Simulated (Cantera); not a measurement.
A Cantera script and what it prints.

```python
import numpy as np
import cantera as ct

gas_names = """
    H HNO HNO2 HNO3 HO2 H2 H2O H2O2 N NH NH2 NH3 NH2OH NO NO2 NO3 N2 N2H2 N2H4 N2O O OH O2 O3 Si SiH
    SiH2 SiH3 SiH4 SiN SiO SiO2 Si2 Si2N Si3
""".split()
cond_names = """
    H2O(s) H2O(L) Si(cr) Si(L) SiO2(Lqz) SiO2(hqz) SiO2(L) Si2N2O(s) Si3N4(a)
""".split()


# ... load() reads the species with a 1 bar reference pressure and builds the phases ...
atoms = {
    'Si': {'Si': 1},
    'N2O': {'N': 2, 'O': 1},
    'H2': {'H': 2},
}
top_T = {'Si2N2O(s)': 2100, 'Si3N4(a)': 2400}  # K; cautious upper limits of use, not melting points


# ... equilibrate(T, P, feed) seeds the gas with the atoms and calls Mixture.equilibrate('TP', solver="vcs", rtol=1e-11, max_steps=5000) ...
results = []
feed = {'Si': 1, 'N2O': 0.06, 'H2': 2.1}  # mol
P = 101325  # Pa
for T in [1400, 1500, 1600, 1700, 1800, 1900, 2000, 2100, 2200]:
    mix = equilibrate(T, P, feed)
    results.append((T, P, feed, dict(zip(mix.species_names, mix.species_moles))))
    x = sorted(zip(gas.X, gas.species_names), reverse=True)
    print(f"T = {T:g} K  P = {P:g} Pa  gas = {mix.phase_moles(0):.4g} mol")
    print("   x: " + "  ".join(f"{s} {v:.3e}" for v, s in x if v > 0.0001))
    print("   condensed (mol): " + ("  ".join(f"{mix.phase(i).name} {mix.phase_moles(i):.4g}"
          for i in range(1, mix.n_phases) if mix.phase_moles(i) > 1e-12) or "none"))
```

It prints:

```
T = 1400 K  P = 101325 Pa  gas = 2.1 mol
   x: H2 1.000e+00
   condensed (mol): Si(cr) 0.88  Si2N2O(s) 0.06
T = 1500 K  P = 101325 Pa  gas = 2.1 mol
   x: H2 1.000e+00
   condensed (mol): Si(cr) 0.88  Si2N2O(s) 0.05999
T = 1600 K  P = 101325 Pa  gas = 2.1 mol
   x: H2 9.998e-01
   condensed (mol): Si(cr) 0.8801  Si2N2O(s) 0.0599
T = 1700 K  P = 101325 Pa  gas = 2.101 mol
   x: H2 9.992e-01  N2 3.059e-04  SiO 3.057e-04  H 1.463e-04
   condensed (mol): Si(L) 0.8806  Si2N2O(s) 0.05936
T = 1800 K  P = 101325 Pa  gas = 2.107 mol
   x: H2 9.962e-01  N2 1.678e-03  SiO 1.676e-03  H 3.550e-04
   condensed (mol): Si(L) 0.8835  Si2N2O(s) 0.05646
T = 1900 K  P = 101325 Pa  gas = 2.133 mol
   x: H2 9.838e-01  N2 7.649e-03  SiO 7.644e-03  H 7.820e-04
   condensed (mol): Si(L) 0.8962  Si2N2O(s) 0.04368
T = 2000 K  P = 101325 Pa  gas = 2.222 mol
   x: H2 9.442e-01  N2 2.700e-02  SiO 2.699e-02  H 1.570e-03  SiH2 1.003e-04
   condensed (mol): Si(L) 0.9396
T = 2100 K  P = 101325 Pa  gas = 2.224 mol
   x: H2 9.426e-01  N2 2.698e-02  SiO 2.697e-02  H 3.005e-03  SiH2 1.720e-04  Si 1.317e-04
   condensed (mol): Si(L) 0.9392
T = 2200 K  P = 101325 Pa  gas = 2.227 mol
   x: H2 9.399e-01  SiO 2.693e-02  N2 2.693e-02  H 5.424e-03  Si 3.639e-04  SiH2 2.802e-04  SiH 1.572e-04
   condensed (mol): Si(L) 0.9381
```

Equilibrium computed with Cantera from the NASA thermochemical tables; the gas is ideal and each condensed phase is pure. Mutual solubility and eutectic melting of coexisting phases are not modelled. The tables' values for SiN are old estimates; treat these amounts as uncertain. Gases not in the tables: Si2H6 and higher silanes.
